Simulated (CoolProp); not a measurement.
Computed with CoolProp (reference Helmholtz-energy equation of state, Thol 2015).

### Question
Give the vapour pressure (kPa), enthalpy of vaporisation (kJ/kg), vapour Z, surface tension (mN/m) of saturated octamethylcyclotetrasiloxane (D4) at 351.6, 391.6, 404.9 K.

### Answer
| T (K) | p (kPa) | enthalpy of vaporisation (kJ/kg) | vapour Z | surface tension (mN/m) |
|---|---|---|---|---|
| 351.6 | 3.34 | 166 | 0.994 | 14.1 |
| 391.6 | 17.8 | 152 | 0.979 | 11.2 |
| 404.9 | 28.3 | 147 | 0.970 | 10.3 |

Surface tension comes from a separate correlation (Mulero 2014), older than this fluid's equation and unchecked against measurements.
